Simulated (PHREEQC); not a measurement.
Ca(OH)2 is added in steps, without added water, to 1 kg of water holding 0.13 mol/kgw H3PO4, 0.12 mol/kgw NH3 and 0.00016 mol/kgw KCl, at 25 °C. Oxygen is held at 0.21 atm. The system is closed to CO2. The run lets Portlandite, Hydroxyapatite precipitate or redissolve, and no other solid.

Base run: PHREEQC, ion-association model, wateq4f.dat. Each further column changes one thing. The table gives Ca in solution (mol/kgw).

```json
[
 {"Ca(OH)2 added (mol)": "0", "base": "0", "metal-ligand complexes left out": "0", "all activity coefficients set to 1": "0", "Debye-Hückel limiting law": "0", "Davies equation for every ion": "0"},
 {"Ca(OH)2 added (mol)": "0.023", "base": "0.00185", "metal-ligand complexes left out": "0.000962", "all activity coefficients set to 1": "?", "Debye-Hückel limiting law": "0.00354", "Davies equation for every ion": "0.00186"},
 {"Ca(OH)2 added (mol)": "0.046", "base": "0.000415", "metal-ligand complexes left out": "0.000145", "all activity coefficients set to 1": "?", "Debye-Hückel limiting law": "0.00103", "Davies equation for every ion": "0.000417"},
 {"Ca(OH)2 added (mol)": "0.0575", "base": "0.000260", "metal-ligand complexes left out": "8.26e-5", "all activity coefficients set to 1": "0.000127", "Debye-Hückel limiting law": "0.000645", "Davies equation for every ion": "0.000260"},
 {"Ca(OH)2 added (mol)": "0.0805", "base": "0.000117", "metal-ligand complexes left out": "?", "all activity coefficients set to 1": "6.75e-5", "Debye-Hückel limiting law": "0.000284", "Davies equation for every ion": "0.000117"},
 {"Ca(OH)2 added (mol)": "0.1035", "base": "4.36e-5", "metal-ligand complexes left out": "1.04e-5", "all activity coefficients set to 1": "3.01e-5", "Debye-Hückel limiting law": "0.000100", "Davies equation for every ion": "4.34e-5"},
 {"Ca(OH)2 added (mol)": "0.1265", "base": "8.32e-6", "metal-ligand complexes left out": "1.21e-6", "all activity coefficients set to 1": "9.79e-6", "Debye-Hückel limiting law": "1.04e-5", "Davies equation for every ion": "8.42e-6"},
 {"Ca(OH)2 added (mol)": "0.1495", "base": "5.63e-6", "metal-ligand complexes left out": "4.15e-7", "all activity coefficients set to 1": "6.63e-6", "Debye-Hückel limiting law": "5.80e-6", "Davies equation for every ion": "5.68e-6"},
 {"Ca(OH)2 added (mol)": "0.1725", "base": "4.92e-6", "metal-ligand complexes left out": "2.11e-7", "all activity coefficients set to 1": "5.63e-6", "Debye-Hückel limiting law": "4.83e-6", "Davies equation for every ion": "4.94e-6"},
 {"Ca(OH)2 added (mol)": "0.184", "base": "4.62e-6", "metal-ligand complexes left out": "1.53e-7", "all activity coefficients set to 1": "5.21e-6", "Debye-Hückel limiting law": "?", "Davies equation for every ion": "4.63e-6"},
 {"Ca(OH)2 added (mol)": "0.207", "base": "3.67e-6", "metal-ligand complexes left out": "6.48e-8", "all activity coefficients set to 1": "3.95e-6", "Debye-Hückel limiting law": "3.62e-6", "Davies equation for every ion": "3.67e-6"},
 {"Ca(OH)2 added (mol)": "0.23", "base": "0.0132", "metal-ligand complexes left out": "0.0132", "all activity coefficients set to 1": "0.0132", "Debye-Hückel limiting law": "0.0132", "Davies equation for every ion": "0.0132"}
]
```

**Question.** Some entries are withheld; supply them.

**Answer.** 
- 0.023, all activity coefficients set to 1: 0.000743
- 0.046, all activity coefficients set to 1: 0.000182
- 0.0805, metal-ligand complexes left out: 3.21e-5
- 0.184, Debye-Hückel limiting law: 4.51e-6

H3PO4, which wateq4f.dat lacks, is added to it with the constant of phreeqc.dat.
